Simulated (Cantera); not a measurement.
An isothermal, constant-pressure homogeneous reactor starts with 84.2 % NO, 11.0 % N₂, 4.80 % H₂O, at 1848 K and 1.01 bar.

Computed with Cantera and GRI-Mech 3.0 (53 species, 325 reactions).

Question: Predict: x(NO) at 4.00 s; x(O) at 4.00 s; x(NO₂) at 4.00 s; x(O₂) at 4.00 s; x(N₂O) at 4.00 s.

Answer: 
- x(NO) at 4.00 s: 0.182 (gas-phase equilibrium 0.00565)
- x(O) at 4.00 s: 0.000109 (gas-phase equilibrium 0.000122)
- x(NO₂) at 4.00 s: 0.000522 (gas-phase equilibrium 1.82e-5)
- x(O₂) at 4.00 s: 0.329 (gas-phase equilibrium 0.418)
- x(N₂O) at 4.00 s: 1.07e-5 (gas-phase equilibrium 2.66e-7)
